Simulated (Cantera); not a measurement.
A closed system holds: 1 mol AlI3, 1.6 mol N2O, 28 mol N2, equilibrated at 593 Torr.

Equilibrium computed with Cantera from the NASA thermochemical tables; the gas is ideal and each condensed phase is pure. Candidate condensed phases: Al, AlI3, AlN, Al2O3, I2; 21 gas species. The numbers say what is thermodynamically allowed, not how fast it happens. All values below are at 1550 K.

Base state: N2 0.909, I 0.0869, I2 0.00263, O2 0.00147, NO 0.000139 (mole fractions); condensed: Al2O3(s).

Q: What changes in the equilibrium state with this change: AlI3 replaced by AlCl3?

A: 
```json
[
 {"species": "N2", "before": "0.909", "after": "0.942"},
 {"species": "Cl2", "before": "0", "after": "0.0379"},
 {"species": "Cl", "before": "0", "after": "0.0177"},
 {"species": "I", "before": "0.0869", "after": "0"},
 {"species": "AlCl3", "before": "0", "after": "0.000639"},
 {"species": "I2", "before": "0.00263", "after": "0"},
 {"species": "ClO", "before": "0", "after": "1.62e-5"},
 {"species": "O2", "before": "0.00147", "after": "0.00198"},
 {"species": "Al2O3(s), mol", "before": "0.500", "after": "0.490"}
]
```
Further candidate phases: AlCl3.
